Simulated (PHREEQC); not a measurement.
A solution holds 2.7 mmol/kgw Cu(NO3)2, 1.5 mmol/kgw HNO3 and 1.7 mmol/kgw NaCl, at 60 °C. Closed to the air; pH follows from the charge balance.

The numbers come from PHREEQC with the ion-association model, phreeqc.dat.

**Question.** The ionic strength comes out as 0.0112 mol/kgw. What activity coefficients do H+, NO3-, Cu+2, CuCl+, Cl- get?

**Answer.** H+ 0.90, NO3- 0.89, Cu+2 0.64, CuCl+ 0.89, Cl- 0.89.

No solid was allowed to form. Away from 25 °C the constants follow the database's enthalpies or fits; those with neither stay at their 25 °C values.
